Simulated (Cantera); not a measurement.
Charge: 1 mol CCl4, 8.2 mol H2, at 0.525 Torr.

Method: chemical equilibrium by Gibbs-energy minimisation in Cantera with the NASA 1993 tables (ideal gas, pure condensed phases). Candidate condensed phases: C, C6H6, C7H8, C8H18; 91 gas species. Kinetics and transport are ignored.

x: gas mole fraction; n: condensed amount in mol.

| T (K) | x H2 | x HCl | x H | x Cl | x C2H2 (acetylene) | x CH4 | n C(graphite) |
|---|---|---|---|---|---|---|---|
| 1200 | 0.608 | 0.392 | 5.82e-6 | 3.25e-6 | 6.24e-8 | 4.09e-6 | 1.000 |
| 1300 | 0.608 | 0.392 | ? | ? | ? | ? | 1.000 |
| 1400 | 0.608 | 0.392 | 0.000143 | 7.61e-5 | 1.53e-6 | 1.12e-6 | 1.000 |
| 1500 | 0.607 | 0.392 | 0.000519 | 0.000270 | 5.48e-6 | 6.64e-7 | 1.000 |
| 1600 | 0.607 | 0.391 | 0.00160 | 0.000816 | 1.67e-5 | 4.21e-7 | 1.000 |
| 1700 | 0.605 | 0.389 | ? | ? | ? | ? | 0.999 |
| 1800 | 0.600 | 0.384 | 0.0105 | 0.00513 | 0.000105 | 1.94e-7 | 0.998 |

### Question
Complete the blanks.

### Answer

- 1300, x H: 3.26e-5
- 1300, x Cl: 1.77e-5
- 1300, x C2H2 (acetylene): 3.50e-7
- 1300, x CH4: 2.03e-6
- 1700, x H: 0.00433
- 1700, x Cl: 0.00216
- 1700, x C2H2 (acetylene): 4.44e-5
- 1700, x CH4: 2.80e-7
